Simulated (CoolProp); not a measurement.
Saturation properties of carbon dioxide (Tc = 31.0 °C, pc = 7.377 MPa, ω = 0.224).

Values from CoolProp's reference Helmholtz-energy equation of state, Span 1996.

```tsv
T (°C)	p (MPa)	liquid density (kg/m³)	vapour density (kg/m³)	surface tension (mN/m)	liquid viscosity (µPa s)	vapour viscosity (µPa s)
-30.95	1.383	1080	35.91	10.7	166	12.3
-28.25	1.514	1068	39.36	10.1	159	12.4
-25.55	1.653	1057	43.09	9.53	153	12.6
-22.85	1.802	1045	47.11	8.96	146	12.7
-20.15	1.961	1032	51.45	8.40	140	12.9
-17.45	2.129	1020	56.14	7.85	134	13.1
-14.75	2.308	1007	61.21	7.31	128	13.3
-12.15	2.490	993.9	66.50	6.79	123	13.5
-9.45	2.690	980.1	72.43	6.26	118	13.7
-6.75	2.902	965.8	78.88	5.74	113	13.9
-4.05	3.126	950.9	85.90	5.23	108	14.2
-1.35	3.362	935.4	93.55	4.73	103	14.4
1.35	3.611	919.2	101.9	4.24	98.1	14.7
```

Viscosity comes from a separate model (Laesecke 2017). Surface tension comes from a separate correlation (Mulero 2012).
